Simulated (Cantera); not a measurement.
Input: 1 mol SiHCl3, a varied amount of NH3, 2.6 mol N2, held at 1302 °C and 4.60 mbar.

Equilibrium computed with Cantera from the NASA thermochemical tables; the gas is ideal and each condensed phase is pure. Candidate condensed phases: NH4Cl, Si, Si3N4; 28 gas species. The tables' values for SiCl3, SiCl are old estimates; treat these amounts as uncertain. Rates play no part.

x: gas mole fraction; n: condensed amount in mol.

```tsv
n(NH3) (mol)	x H2	x N2	x HCl	x SiCl2	x SiCl3	x SiCl4	n Si3N4(s)
0.42	0.120	0.519	0.179	0.171	0.00948	?	0.00604
0.72	0.170	0.487	0.192	0.143	0.00713	?	0.0326
1.2	0.238	0.448	0.196	0.113	0.00482	?	0.0638
2.1	0.333	0.401	0.185	0.0776	0.00266	?	0.103
3.6	0.432	0.357	0.160	0.0482	0.00125	?	0.143
6.3	0.529	0.320	0.125	0.0259	0.000474	?	0.185
11	0.605	0.293	0.0895	0.0123	0.000151	?	0.224
18	0.654	0.277	0.0629	0.00584	4.85e-5	?	0.254
32	0.693	0.265	0.0395	0.00224	1.14e-5	?	0.282
```

### Question
What belongs in the gaps?

### Answer

- 0.42, x SiCl4: 0.00138
- 0.72, x SiCl4: 0.000928
- 1.2, x SiCl4: 0.000541
- 2.1, x SiCl4: 0.000239
- 3.6, x SiCl4: 8.51e-5
- 6.3, x SiCl4: 2.28e-5
- 11, x SiCl4: 4.87e-6
- 18, x SiCl4: 1.06e-6
- 32, x SiCl4: 1.51e-7
